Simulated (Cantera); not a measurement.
Si + H2O + H2 + CO2 (thermal oxidation and active oxidation of silicon)

Charge: 1 mol Si, 0.0072 mol H2O, 2.5 mol H2, 0.54 mol CO2, equilibrated at 1275 K and 0.990 Pa.

Method: chemical equilibrium by Gibbs-energy minimisation in Cantera with the NASA 1993 tables (ideal gas, pure condensed phases). Candidate condensed phases: C, C6H6, C7H8, C8H18, H2O, Si, SiC, SiO2; 123 gas species. Mutual solubility and eutectic melting of coexisting phases are not modelled. The tables hold silica as quartz up to 1696 K and as liquid above; real silica turns to tridymite and cristobalite and melts near 1996 K. Kinetics and transport are ignored.

```yaml
x(H2): 0.767
x(SiO): 0.162
x(CO): 0.0710
x(H): 0.000205
n(SiC(s)): 0.308 mol
n(SiO2(β-quartz)): 0.163 mol
gas_amount: 3.269 mol
log10 activity of Si(s) (absent): -0.81
log10 activity of C(graphite) (absent): -1.77
```
